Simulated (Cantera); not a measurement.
A closed system holds: 1 mol Ta2O5, 0.37 mol H2, 0.039 mol H2O, at 1723 K and 0.0133 bar.

Cantera equilibrium calculation (NASA polynomials, part measured and part estimated; ideal gas, pure solids and liquids). Candidate condensed phases: H2O, Ta, Ta2O5; 12 gas species. Rates play no part.

Base state: H2 0.903, H2O 0.0953, H 0.00150 (mole fractions); condensed: Ta2O5(s).

Question: What changes in the equilibrium state with this change: pressure from 0.0133 bar to 2.40 bar?

Answer: 
```tsv
species	before	after
H2	0.903	0.905
H2O	0.0953	0.0953
H	0.00150	0.000112
Ta2O5(s), mol	1.00	1.00
```
